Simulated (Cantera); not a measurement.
Cantera run:

```python
import numpy as np
import cantera as ct

gas_names = [...]  # 110 gases of nasa_gas.yaml made of C, H, O
cond_names = """
    C(gr) C6H6(L) C7H8(L) C8H18(L),n-octa H2O(s) H2O(L)
""".split()


# ... load() reads the species with a 1 bar reference pressure and builds the phases ...
atoms = {
    'C2H2': {'C': 2, 'H': 2},
    'H2O': {'H': 2, 'O': 1},
    'H2': {'H': 2},
}
top_T = {'C(gr)': 4500}  # K; cautious upper limits of use, not melting points


# ... equilibrate(T, P, feed) seeds the gas with the atoms and calls Mixture.equilibrate('TP', solver="vcs", rtol=1e-11, max_steps=5000) ...
results = []
feed = {'C2H2': 1, 'H2O': 0.32, 'H2': 1.1}  # mol
T = 1273.15  # K
P = 1000  # Pa
mix = equilibrate(T, P, feed)
results.append((T, P, feed, dict(zip(mix.species_names, mix.species_moles))))
print(gas.report(threshold=1e-05))
for i in range(1, mix.n_phases):
    print(f"{mix.phase(i).name:16s} {mix.phase_moles(i):12.5e} mol")
```

Output:

```
       temperature   1273.2 K
          pressure   1000 Pa
           density   0.00047734 kg/m^3
  mean mol. weight   5.0529 kg/kmol
   phase of matter   gas

                          1 kg             1 kmol
                     ---------------   ---------------
          enthalpy        3.2453e+06        1.6398e+07  J
   internal energy        1.1504e+06        5.8129e+06  J
           entropy             44139        2.2303e+05  J/K
    Gibbs function        -5.295e+07       -2.6755e+08  J
 heat capacity c_p            6285.4             31760  J/K
 heat capacity c_v            4639.9             23445  J/K

                      mass frac. Y      mole frac. X     chem. pot. / RT
                     ---------------   ---------------   ---------------
               CH4        0.00023237        7.3188e-05           -47.634
                CO           0.64737           0.11678           -43.463
                H2           0.35234           0.88312           -22.868
               H2O        4.3675e-05         1.225e-05           -64.433
     [ +106 minor]        1.1659e-05        8.0489e-06

C(gr)             1.67983e+00 mol
```

Method: chemical equilibrium by Gibbs-energy minimisation in Cantera with the NASA 1993 tables (ideal gas, pure condensed phases).
